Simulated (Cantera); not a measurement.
Charge: 1 mol PbO, 0.26 mol CO, 0.73 mol H₂, held at 113 Torr.

Cantera equilibrium calculation (NASA polynomials, part measured and part estimated; ideal gas, pure solids and liquids). Candidate condensed phases: C, C₆H₆, C₇H₈, C₈H₁₈, H₂O, Pb, PbO, PbO₂, Pb₃O₄; 113 gas species. Each liquid is taken as pure. Mutual solubility and eutectic melting of coexisting phases are not modelled. Gases not in the tables: (PbO)n polymers. Equilibrium is a limit: real reactors are often held back by kinetics, nucleation or transport.

x: gas mole fraction; n: condensed amount in mol.

| T (K) | x H₂O | x CO₂ | x Pb | x PbO | x H₂ | n Pb(l) | n PbO(yellow) | n PbO(l) |
|---|---|---|---|---|---|---|---|---|
| 825 | 0.737 | 0.263 | 9.56e-7 | 1.67e-9 | … | 0.990 | 0.0101 | 0 |
| 875 | 0.737 | 0.263 | 4.49e-6 | 1.72e-8 | … | 0.990 | 0.0101 | 0 |
| 925 | 0.737 | 0.263 | 1.78e-5 | 1.36e-7 | … | 0.990 | 0.0101 | 0 |
| 975 | 0.737 | 0.263 | 6.11e-5 | 8.65e-7 | … | 0.990 | 0.0101 | 0 |
| 1025 | 0.737 | 0.263 | 0.000185 | 4.57e-6 | … | 0.990 | 0.0101 | 0 |
| 1075 | 0.737 | 0.262 | 0.000506 | 2.05e-5 | … | 0.989 | 0.0102 | 0 |
| 1125 | 0.736 | 0.262 | 0.00126 | 8.04e-5 | … | 0.989 | 0.0101 | 0 |
| 1175 | 0.735 | 0.262 | 0.00290 | 0.000269 | … | 0.987 | 0 | 0.0100 |
| 1225 | 0.732 | 0.261 | 0.00623 | 0.000752 | … | 0.983 | 0 | 0.00963 |
| 1275 | 0.726 | 0.259 | 0.0126 | 0.00193 | … | 0.977 | 0 | 0.00856 |
| 1325 | 0.716 | 0.255 | 0.0240 | 0.00460 | … | 0.965 | 0 | 0.00596 |
| 1375 | 0.697 | 0.248 | 0.0438 | 0.0102 | … | 0.943 | 0 | 0.000123 |
| 1425 | 0.672 | 0.239 | 0.0763 | 0.0111 | … | 0.905 | 0 | 0 |
| 1475 | 0.632 | 0.224 | 0.128 | 0.0126 | … | 0.838 | 0 | 0 |

Task: Some entries are withheld; supply them.

Result: 
- 825, x H₂: 5.26e-5
- 875, x H₂: 6.61e-5
- 925, x H₂: 8.16e-5
- 975, x H₂: 9.90e-5
- 1025, x H₂: 0.000119
- 1075, x H₂: 0.000140
- 1125, x H₂: 0.000164
- 1175, x H₂: 0.000197
- 1225, x H₂: 0.000252
- 1275, x H₂: 0.000315
- 1325, x H₂: 0.000387
- 1375, x H₂: 0.000463
- 1425, x H₂: 0.00105
- 1475, x H₂: 0.00208
